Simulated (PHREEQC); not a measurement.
A solution holds 0.0017 mol/kgw HF and 0.048 mol/kgw H2SiF6, at 25 °C. Closed to the air; pH follows from the charge balance.

All values are PHREEQC results (ion-association model, phreeqc.dat), not measurements.

Each row changes one thing in this solution. This is a speciation only: nothing precipitates in the calculation.

| case | pH | ionic strength (mol/kgw) | HF (mol/kgw) | F- (mol/kgw) | HF2- (mol/kgw) |
|---|---|---|---|---|---|
| as made | 1.12 | 0.141 | 0.00876 | 0.000108 | 3.61e-6 |
| diluted 2-fold with water | 1.41 | 0.0691 | 0.00677 | 0.000150 | 3.89e-6 |
| diluted 100-fold with water | 2.98 | 0.00124 | 0.00121 | 0.000797 | 3.70e-6 |
| HF left out | 1.12 | 0.140 | 0.00848 | 0.000105 | 3.40e-6 |
| temperature from 25 to 60 °C | 1.15 | 0.134 | 0.0224 | 0.000151 | 1.48e-5 |
| diluted 10-fold with water | 2.10 | 0.0129 | 0.00354 | 0.000338 | 4.59e-6 |
| H2SiF6 left out | 3.11 | 0.000800 | 0.000897 | 0.000797 | 2.74e-6 |
| temperature from 25 to 90 °C | 1.19 | 0.121 | 0.0486 | 0.000197 | 3.94e-5 |

Some of these states are supersaturated (in Quartz (slow to form), Chalcedony (slow to form), SiO2(a), for instance). Constants without temperature data keep their 25 °C values here. SiF6-2 is the database's only silicon fluoride.
